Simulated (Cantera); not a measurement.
A Cantera script and what it prints.

```python
import numpy as np
import cantera as ct

gas_names = """
    H H2 N NH NH2 NH3 N2 N2H2 N2H4 Pb Pb2
""".split()
cond_names = """
    Pb(cr) Pb(L)
""".split()


# ... load() reads the species with a 1 bar reference pressure and builds the phases ...
atoms = {
    'Pb': {'Pb': 1},
    'H2': {'H': 2},
    'N2': {'N': 2},
}
top_T = {}  # K; cautious upper limits of use, not melting points


# ... equilibrate(T, P, feed) seeds the gas with the atoms and calls Mixture.equilibrate('TP', solver="vcs", rtol=1e-11, max_steps=5000) ...
results = []
feed = {'Pb': 1, 'H2': 0.15, 'N2': 0.17}  # mol
T = 698.15  # K
P = 590000  # Pa
mix = equilibrate(T, P, feed)
results.append((T, P, feed, dict(zip(mix.species_names, mix.species_moles))))
print(gas.report(threshold=1e-05))
for i in range(1, mix.n_phases):
    print(f"{mix.phase(i).name:16s} {mix.phase_moles(i):12.5e} mol")
```

It prints:

```
       temperature   698.15 K
          pressure   5.9e+05 Pa
           density   1.6291 kg/m^3
  mean mol. weight   16.028 kg/kmol
   phase of matter   gas

                          1 kg             1 kmol
                     ---------------   ---------------
          enthalpy        7.0346e+05        1.1275e+07  J
   internal energy        3.4131e+05        5.4707e+06  J
           entropy             11261        1.8049e+05  J/K
    Gibbs function       -7.1583e+06       -1.1474e+08  J
 heat capacity c_p              1891             30309  J/K
 heat capacity c_v            1372.2             21995  J/K

                      mass frac. Y      mole frac. X     chem. pot. / RT
                     ---------------   ---------------   ---------------
                H2          0.057311           0.45566           -15.704
               NH3          0.013492          0.012698           -34.997
                N2            0.9292           0.53165           -22.884
     [   +8 minor]        2.2413e-09        1.7339e-10

Pb(L)             1.00000e+00 mol
```

These are equilibrium values from Cantera (NASA tables, ideal gas, pure condensed phases), not measurements of a reactor.
